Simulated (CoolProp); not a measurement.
Vapour-liquid equilibrium of o-xylene (1) + n-nonane (2) at 393.2 K; x and y are mole fractions of (1).

Model: multi-fluid Helmholtz-energy mixture model, Zhou 2012 and Lemmon 2006; pair parameters Bell 2016, in CoolProp.

Question: Give the bubble pressure and the first vapour's composition at x = 0.125, 0.2, 0.425. Is there an azeotrope?

Answer: x = 0.125: 43.79 kPa, y = 0.167; x = 0.2: 45.00 kPa, y = 0.256; x = 0.425: 48.00 kPa, y = 0.485. y crosses x between x = 0.875 and 0.95: the model has an azeotrope there.

Pair parameters are fitted to limited data, so mixtures are less certain than the pure fluids.
